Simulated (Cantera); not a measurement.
Equilibrium for aluminium nitride and oxide growth: AlCl3 + NH3 + N2

Input: 1 mol AlCl3, a varied amount of NH3, 7.2 mol N2, equilibrated at 973.15 K and 10000 Pa.

These are equilibrium values from Cantera (NASA tables, ideal gas, pure condensed phases), not measurements of a reactor. Candidate condensed phases: Al, AlCl3, AlN, NH4Cl; 20 gas species. Equilibrium is a limit: real reactors are often held back by kinetics, nucleation or transport.

```tsv
n(NH3) (mol)	x N2	x H2	x HCl	x AlCl3	x Al2Cl6	x NH3	x AlCl2	x H	n AlN(s)
1.1	0.734	0.126	0.0656	0.0741	8.02e-5	2.67e-6	3.75e-7	1.22e-9	0.227
2.1	0.653	0.216	0.0763	0.0551	4.43e-5	5.66e-6	3.14e-7	1.60e-9	0.315
4.4	0.540	0.349	0.0788	0.0325	1.54e-5	1.06e-5	2.28e-7	2.03e-9	0.447
9	0.435	0.481	0.0691	0.0151	3.33e-6	1.54e-5	1.42e-7	2.38e-9	0.604
18	0.358	0.585	0.0520	0.00529	4.07e-7	1.87e-5	7.27e-8	2.63e-9	0.766
37	0.307	0.659	0.0329	0.00121	2.12e-8	2.07e-5	2.79e-8	2.79e-9	0.901
76	0.279	0.703	0.0181	0.000193	5.44e-10	2.17e-5	8.35e-9	2.88e-9	0.969
160	0.264	0.727	0.00907	2.35e-5	8.09e-12	2.23e-5	2.07e-9	2.93e-9	0.992
```
x: gas mole fraction; n: condensed amount in mol.

From 1.1 mol NH3 to 160 mol NH3 the condensed part is AlN(s). The main Al-bearing gas is AlCl3 throughout. The share of Al in condensed phases is highest at 160 mol NH3 (99.2 %) and lowest at 1.1 mol NH3 (22.7 %).
